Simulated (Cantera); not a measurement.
A freely propagating, adiabatic, planar premixed flame of 8.25 % CH₄, 0.256 % H₂, 15.1 % O₂, 73.4 % N₂, 2.97 % H₂O, equivalence ratio 1.1, unburnt at 700 K and 1.00 bar; mixture-averaged transport, grid criteria slope 0.08 and curve 0.16, no radiation.

Computed with Cantera and GRI-Mech 3.0 (53 species, 325 reactions). Burning velocities carry a grid error of a few per cent, more on coarse grids.

x: mole fraction of selected species; z is measured from the peak of heat release.

```
z (mm)  T (K)  u (m/s)     x CH₄     x H₂     x O₂      x OH     x HO₂     x CO₂
------  -----  -------  --------  -------  -------  --------  --------  --------
-1.26     700     1.13    0.0824  0.00381    0.151     <1e-8   1.63e-7   3.78e-7
-0.840    703     1.14    0.0820  0.00590    0.150     <1e-8   1.68e-6   5.42e-6
-0.630    713     1.16    0.0810  0.00837    0.149   2.60e-8   7.87e-6   3.50e-5
-0.420    769     1.26    0.0768   0.0129    0.145   8.09e-7   3.87e-5  0.000315
-0.210   1088     1.80    0.0548   0.0204    0.118   2.93e-5   9.27e-5   0.00355
-0.105   1431     2.39    0.0301   0.0244   0.0841  0.000269  0.000122   0.00962
0        1758     2.96   0.00724   0.0250   0.0440   0.00179   6.51e-5    0.0202
0.105    1896     3.19  0.000556   0.0208   0.0207   0.00479   1.10e-5    0.0321
0.210    1934     3.24   2.18e-5   0.0184   0.0128   0.00632   4.43e-6    0.0412
0.420    1973     3.29       [?]   0.0179      [?]   0.00665       [?]    0.0494
0.840    2021     3.36     <1e-8   0.0173      [?]   0.00622       [?]    0.0532
1.68     2075     3.44     <1e-8   0.0159  0.00506   0.00538   1.48e-6    0.0551
3.36     2126     3.51     <1e-8   0.0142  0.00321   0.00426   8.54e-7    0.0570
```

Q: Complete the blanks.

A: 
- 0.420, x CH₄: 4.35e-8
- 0.420, x O₂: 0.00893
- 0.420, x HO₂: 3.04e-6
- 0.840, x O₂: 0.00694
- 0.840, x HO₂: 2.23e-6
